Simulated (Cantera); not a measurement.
A perfectly stirred reactor is fed with H2 : O2 = 0.37 : 1 (molar parts), at 10.00 Torr; it is held at 1175 K, and followed from long to short residence time.

Model: GRI-Mech 3.0 (53 species, 325 reactions), integrated in Cantera. Radical loss at walls, strong at low pressure, is not modelled. The temperature is held fixed by assumption; the heat of reaction is taken as removed at once.

Task: What does this change do: H2 0.37 to 0.2 parts?

Result: 
| quantity | before | after |
|---|---|---|
| x(H2) at τ = 0.570 s | 0.00140 | 0.000819 |
| x(O2) at τ = 0.570 s | 0.683 | 0.813 |
| x(H2O2) at τ = 0.570 s | 5.24e-7 | 2.94e-7 |
| x(H2O) at τ = 0.570 s | 0.308 | 0.179 |
| x(HO2) at τ = 0.570 s | 8.08e-6 | 5.37e-6 |
| x(H2) at τ = 8.50 ms | 0.0160 | 0.00903 |
| x(O2) at τ = 8.50 ms | 0.638 | 0.769 |
| x(H2O2) at τ = 8.50 ms | 5.41e-7 | 3.50e-7 |
| x(H2O) at τ = 8.50 ms | 0.247 | 0.146 |
| x(HO2) at τ = 8.50 ms | 1.17e-5 | 8.77e-6 |

Task: What does this change do: O2 1 to 0.47 parts?

Result: 
```json
[
 {"quantity": "x(H2) at τ = 0.570 s", "before": "0.00140", "after": "0.00301"},
 {"quantity": "x(O2) at τ = 0.570 s", "before": "0.683", "after": "0.432"},
 {"quantity": "x(H2O2) at τ = 0.570 s", "before": "5.24e-7", "after": "9.80e-7"},
 {"quantity": "x(H2O) at τ = 0.570 s", "before": "0.308", "after": "0.556"},
 {"quantity": "x(HO2) at τ = 0.570 s", "before": "8.08e-6", "after": "1.09e-5"},
 {"quantity": "x(H2) at τ = 8.50 ms", "before": "0.0160", "after": "0.0336"},
 {"quantity": "x(O2) at τ = 8.50 ms", "before": "0.638", "after": "0.405"},
 {"quantity": "x(H2O2) at τ = 8.50 ms", "before": "5.41e-7", "after": "7.57e-7"},
 {"quantity": "x(H2O) at τ = 8.50 ms", "before": "0.247", "after": "0.423"},
 {"quantity": "x(HO2) at τ = 8.50 ms", "before": "1.17e-5", "after": "1.27e-5"}
]
```
